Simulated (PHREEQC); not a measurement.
Acid mine or pickling water

Model water analysis in mg/kgw, 20 °C, pH 3.95, pe 12.2: Na 30; K 1.2; Ca 38.5; Mg 155; Cl 18; S(6) as SO4 688; N(5) as NO3 0.324; F 2.67.

Valence states are taken as typed.

Computed with PHREEQC (ion-association model, wateq4f.dat).

Precipitation was switched off in this run.

Task: What ionic strength, charge-balance error does the model give?

Result: ionic strength 0.0223 mol/kgw; charge-balance error 5.2 %.

Task: In which forms is F present?

Result: F- 77 %, MgF+ 13 %, HF 10 % of the F.

Complexes and solids missing from the database can't appear.
